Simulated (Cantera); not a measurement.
Cantera run, input and output.

```python
import numpy as np
import cantera as ct

gas = ct.Solution("gri30.yaml")
gas.TPX = 1250, 17000, {'C2H4': 1, 'H2': 1.6, 'H2O': 0.0069}
reactor = ct.IdealGasConstPressureReactor(gas, energy="off", clone=False)
net = ct.ReactorNet([reactor])
net.rtol, net.atol = 1e-08, 1e-18
show = ['C2H4', 'H2', 'H', 'C2H2', 'C2H', 'C2H6', 'CH2']
times = np.geomspace(1e-06, 20, 11)

steps = ct.SolutionArray(gas, extra=["t"])
rows = []
print(f"{'t/s':>10s}{'T/K':>9s}{'P/Pa':>11s}" + "".join(f"{s:>11s}" for s in show))
for t in times:
    while net.time < t:
        t_next = net.step()
        steps.append(gas.state, t=t_next)
    rows.append([np.interp(t, steps.t, y) for y in (steps.T, steps.P, *steps(*show).X.T)])
    print(f"{t:10.3e}{rows[-1][0]:9.1f}{rows[-1][1]:11.4g}" + "".join(f"{x:11.3e}" for x in rows[-1][2:]))
rate = np.gradient(steps.T, steps.t)
print("integrator steps:", len(steps.t))
if steps.T.max() > steps.T[0] + 200:
    print(f"time of steepest temperature rise: {steps.t[rate.argmax()]:.4e} s")
gas.TPX = 1250, 17000, {'C2H4': 1, 'H2': 1.6, 'H2O': 0.0069}
gas.equilibrate("TP")
print(f"equilibrium (TP): T = {gas.T:.1f} K  " + "  ".join(f"{s} {gas[s].X[0]:.3e}" for s in show))
```

Output:

```
       t/s      T/K       P/Pa       C2H4         H2          H       C2H2        C2H       C2H6        CH2
 1.000e-06   1250.0    1.7e+04  3.836e-01  6.138e-01  5.802e-12  1.147e-08  2.901e-23  3.372e-14  4.409e-19
 5.372e-06   1250.0    1.7e+04  3.836e-01  6.138e-01  2.283e-11  6.160e-08  6.578e-22  9.943e-13  9.304e-18
 2.885e-05   1250.0    1.7e+04  3.836e-01  6.138e-01  1.046e-10  3.310e-07  1.636e-20  2.821e-11  1.573e-16
 1.550e-04   1250.0    1.7e+04  3.836e-01  6.138e-01  5.493e-10  1.780e-06  4.631e-19  7.828e-10  1.584e-15
 8.326e-04   1250.0    1.7e+04  3.836e-01  6.138e-01  2.945e-09  9.629e-06  1.343e-17  2.231e-08  9.656e-15
 4.472e-03   1250.0    1.7e+04  3.835e-01  6.138e-01  1.685e-08  5.375e-05  4.293e-16  6.612e-07  5.647e-14
 2.402e-02   1250.0    1.7e+04  3.830e-01  6.139e-01  3.498e-07  4.374e-04  7.246e-14  4.258e-05  1.175e-12
 1.290e-01   1250.0    1.7e+04  3.285e-01  6.237e-01  8.294e-06  3.751e-02  1.450e-10  2.642e-03  4.484e-11
 6.931e-01   1250.0    1.7e+04  1.613e-01  6.493e-01  7.454e-06  1.527e-01  5.096e-10  1.389e-03  5.985e-11
 3.723e+00   1250.0    1.7e+04  1.063e-01  6.256e-01  4.943e-06  1.814e-01  4.166e-10  8.858e-04  6.007e-11
 2.000e+01   1250.0    1.7e+04  9.142e-02  5.593e-01  2.592e-06  1.721e-01  2.318e-10  6.972e-04  4.146e-11
integrator steps: 905
equilibrium (TP): T = 1250.0 K  C2H4 5.917e-02  H2 4.131e-01  H 7.586e-07  C2H2 1.484e-01  C2H 7.921e-11  C2H6 3.551e-04  CH2 1.368e-11
```

Detailed kinetics in Cantera: GRI-Mech 3.0 (53 species, 325 reactions). GRI-Mech 3.0 was tuned for natural gas; its chemistry of ethylene as a main component is partial and can be far from experiment. GRI-Mech 3.0 stops at C3 and has no aromatics, soot or wall deposition, so with more carbon than oxygen in the feed, carbon stays in small species such as C2H2 where larger ones or solid carbon would form.
